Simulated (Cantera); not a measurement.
A Cantera script and its output.

```python
import numpy as np
import cantera as ct

gas = ct.Solution("h2o2.yaml")
gas.TPX = 1023, 2666, {'H2': 0.015, 'O2': 1, 'N2': 0.33}
inlet = ct.Reservoir(gas, clone=True)

reactor = ct.IdealGasConstPressureReactor(gas, energy="off", clone=False)
exhaust = ct.Reservoir(gas, clone=True)
tau = [4.3, 2.2, 1.2, 0.6, 0.31, 0.16, 0.084, 0.043, 0.023, 0.012, 0.0061][0]
for a, b in ((inlet, reactor), (reactor, exhaust)):
    ct.MassFlowController(a, b, mdot=lambda t: reactor.mass / tau)
net = ct.ReactorNet([reactor])
show = ['H2', 'O2', 'OH', 'H', 'H2O2']

rows = []
print(f"{'tau/s':>10s}{'T/K':>9s}" + "".join(f"{s:>11s}" for s in show))
for tau in [4.3, 2.2, 1.2, 0.6, 0.31, 0.16, 0.084, 0.043, 0.023, 0.012, 0.0061]:
    net.initial_time = 0.0
    net.advance(30 * tau)
    before = gas.X
    net.advance(40 * tau)
    drift = np.max(np.abs(gas.X - before) / (gas.X + 1e-9))
    rows.append([gas.T, *gas[show].X, drift])
    print(f"{tau:10.3e}{gas.T:9.1f}" + "".join(f"{x:11.3e}" for x in gas[show].X))
```

It prints:

```
     tau/s      T/K         H2         O2         OH          H       H2O2
 4.300e+00   1023.0  5.985e-05  7.419e-01  7.194e-05  3.700e-06  3.397e-08
 2.200e+00   1023.0  8.686e-05  7.418e-01  9.246e-05  7.149e-06  3.998e-08
 1.200e+00   1023.0  1.211e-04  7.417e-01  1.167e-04  1.291e-05  4.652e-08
 6.000e-01   1023.0  1.767e-04  7.415e-01  1.532e-04  2.516e-05  5.575e-08
 3.100e-01   1023.0  2.531e-04  7.413e-01  1.996e-04  4.697e-05  6.684e-08
 1.600e-01   1023.0  3.637e-04  7.410e-01  2.608e-04  8.630e-05  8.085e-08
 8.400e-02   1023.0  5.204e-04  7.406e-01  3.383e-04  1.524e-04  9.794e-08
 4.300e-02   1023.0  7.613e-04  7.401e-01  4.410e-04  2.654e-04  1.200e-07
 2.300e-02   1023.0  1.097e-03  7.396e-01  5.581e-04  4.240e-04  1.450e-07
 1.200e-02   1023.0  1.621e-03  7.391e-01  6.973e-04  6.410e-04  1.756e-07
 6.100e-03   1023.0  2.466e-03  7.388e-01  8.435e-04  8.780e-04  2.101e-07
```

Detailed kinetics in Cantera: the H2/O2 subset of GRI-Mech 3.0, which has no nitrogen chemistry. Radical loss at walls, strong at low pressure, is not modelled.
